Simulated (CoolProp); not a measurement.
A Linde-Hampson liquefier for dry air: isothermal reversible compression at 200 K from 1 atm to 10 MPa, throttling to 1 atm, return gas leaving the recuperator 0 K below the feed. Each further row changes one setting.

Model: reference Helmholtz-energy equation of state, Lemmon 2000, in CoolProp. It is a pseudo-pure fit of the blend.

```
case                        liquid yield per pass  compression work (kJ/kg of gas)
--------------------------  ---------------------  -------------------------------
as stated                                     ___                              251
high pressure 20 MPa                          ___                              ___
warm-end temperature 230 K                    ___                              ___
warm-end gap 5 K                              ___                              251
```

Task: Fill in the missing entries.

Result: 
- as stated, liquid yield per pass: 0.157
- high pressure 20 MPa, liquid yield per pass: 0.252
- high pressure 20 MPa, compression work (kJ/kg of gas): 284
- warm-end temperature 230 K, liquid yield per pass: 0.103
- warm-end temperature 230 K, compression work (kJ/kg of gas): 295
- warm-end gap 5 K, liquid yield per pass: 0.143
